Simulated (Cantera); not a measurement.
A closed system holds: 1 mol C2F6, 7 mol H2, at 10.0 Torr.

These are equilibrium values from Cantera (NASA tables, ideal gas, pure condensed phases), not measurements of a reactor. Candidate condensed phases: C, C6H6, C7H8, C8H18; 95 gas species. The feed counts by its element totals alone. Rates play no part. All values below are at 1748 K.

Base state: HF 0.600, H2 0.399, H 0.00125, C2H2 (acetylene) 4.51e-5 (mole fractions); condensed: C(graphite).

Q: What changes in the equilibrium state with this change: H2 from 7 to 0.69 mol?

A: 
| species | before | after |
|---|---|---|
| HF | 0.600 | 0.542 |
| CF4 | <1e-9 | 0.450 |
| CF2 | <1e-9 | 0.00589 |
| H2 | 0.399 | 8.19e-9 |
| CF3 | <1e-9 | 0.000665 |
| C2H2 (acetylene) | 4.51e-5 | <1e-9 |
| C(graphite), mol | 2.00 | 0.838 |
Gases not in the tables: C2F6 and larger saturated fluorocarbons.
